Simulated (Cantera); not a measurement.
Charge: 1 mol HF, 0.031 mol SO2, 0.077 mol O2, 0.71 mol H2, held at 1 atm.

These are equilibrium values from Cantera (NASA tables, ideal gas, pure condensed phases), not measurements of a reactor. Candidate condensed phases: H2O, H2SO4, S; 43 gas species. Equilibrium is a limit: real reactors are often held back by kinetics, nucleation or transport. All values below are at 2823 K.

Base state: HF 0.561, H2 0.265, H2O 0.106, H 0.0453, SO 0.00572, OH 0.00520, S 0.00390, SH 0.00359 (mole fractions); condensed: gas only.

Q: What changes in the equilibrium state with this change: pressure from 1 atm to 86.0 Pa?

A: 
| species | before | after |
|---|---|---|
| H | 0.0453 | 0.503 |
| HF | 0.561 | 0.351 |
| O | 0.000557 | 0.0704 |
| H2 | 0.265 | 0.0276 |
| H2O | 0.106 | 0.00118 |
| F | 0.000423 | 0.0281 |
| S | 0.00390 | 0.0100 |
| H2S | 0.000869 | 1.98e-7 |
| S2 | 0.000724 | 4.06e-6 |
